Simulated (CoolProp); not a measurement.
The numbers come from the reference Helmholtz-energy equation of state, Lemmon 2006 in CoolProp. It is a short technical equation, of lower accuracy than the large ones.

Problem. For carbonyl sulfide, give the phase and the density (kg/m³), cv (kJ/(kg K)), isothermal compressibility (1/MPa), fugacity coefficient at 267.2 K and 83.7 bar; 297.7 K and 83.7 bar; 312.9 K and 83.7 bar.

Solution. 
- 267.2 K and 83.7 bar: liquid; density 1090, cv 0.704, isothermal compressibility 0.00205, fugacity coefficient 0.0723
- 297.7 K and 83.7 bar: liquid; density 1020, cv 0.708, isothermal compressibility 0.00326, fugacity coefficient 0.155
- 312.9 K and 83.7 bar: liquid; density 977, cv 0.711, isothermal compressibility 0.00428, fugacity coefficient 0.210
